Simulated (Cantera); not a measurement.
## Pyrogenic steam for wet oxidation

An isothermal, constant-pressure homogeneous reactor starts with 31.1 % H2, 43.9 % O2, 25.0 % N2, at 900 K and 1.00 bar.

Detailed kinetics in Cantera: the H2/O2 subset of GRI-Mech 3.0, which has no nitrogen chemistry. Below about 950 K walls govern HO2 and H2O2 in real vessels. The temperature is held fixed by assumption; the heat of reaction is taken as removed at once.

```json
[
 {"t (s)": "7.00e-6", "x H2": "0.311", "x O2": "0.439", "x O": "2.75e-12", "x H2O2": "<1e-12", "x H2O": "1.05e-11", "x HO2": "6.06e-11", "x H": "1.35e-11"},
 {"t (s)": "3.10e-5", "x H2": "0.311", "x O2": "0.439", "x O": "5.25e-12", "x H2O2": "<1e-12", "x H2O": "1.13e-10", "x HO2": "3.81e-10", "x H": "2.07e-11"},
 {"t (s)": "0.000137", "x H2": "0.311", "x O2": "0.439", "x O": "5.49e-12", "x H2O2": "7.89e-12", "x H2O": "6.44e-10", "x HO2": "1.92e-9", "x H": "2.14e-11"},
 {"t (s)": "0.000608", "x H2": "0.311", "x O2": "0.439", "x O": "5.98e-12", "x H2O2": "1.65e-10", "x H2O": "3.13e-9", "x HO2": "8.87e-9", "x H": "2.33e-11"},
 {"t (s)": "0.00269", "x H2": "0.311", "x O2": "0.439", "x O": "8.41e-12", "x H2O2": "3.41e-9", "x H2O": "1.70e-8", "x HO2": "4.24e-8", "x H": "3.29e-11"},
 {"t (s)": "0.0119", "x H2": "0.311", "x O2": "0.439", "x O": "2.65e-11", "x H2O2": "8.44e-8", "x H2O": "1.62e-7", "x HO2": "2.70e-7", "x H": "1.03e-10"},
 {"t (s)": "0.0528", "x H2": "0.311", "x O2": "0.439", "x O": "5.11e-10", "x H2O2": "6.86e-6", "x H2O": "9.66e-6", "x HO2": "4.64e-6", "x H": "2.00e-9"},
 {"t (s)": "0.234", "x H2": "0.309", "x O2": "0.437", "x O": "1.97e-8", "x H2O2": "0.000693", "x H2O": "0.00243", "x HO2": "3.76e-5", "x H": "7.87e-8"},
 {"t (s)": "1.04", "x H2": "0.213", "x O2": "0.405", "x O": "3.71e-8", "x H2O2": "0.00283", "x H2O": "0.114", "x HO2": "6.76e-5", "x H": "1.22e-7"},
 {"t (s)": "4.59", "x H2": "0.0132", "x O2": "0.339", "x O": "1.74e-8", "x H2O2": "0.000211", "x H2O": "0.353", "x HO2": "2.03e-5", "x H": "6.05e-9"},
 {"t (s)": "20.3", "x H2": "0.000365", "x O2": "0.335", "x O": "2.88e-10", "x H2O2": "6.25e-7", "x H2O": "0.368", "x HO2": "1.09e-6", "x H": "1.83e-11"},
 {"t (s)": "90.0", "x H2": "2.61e-5", "x O2": "0.335", "x O": "7.69e-12", "x H2O2": "1.27e-8", "x H2O": "0.369", "x HO2": "1.48e-7", "x H": "<1e-12"}
]
```
x: mole fraction; the columns are a selection and need not sum to one.

Equilibrium at this temperature and pressure: H2 2.05e-12, O2 0.335, O 3.14e-12, H2O2 1.45e-10, H2O 0.369, HO2 4.30e-10, H <1e-12 (gas phase only).
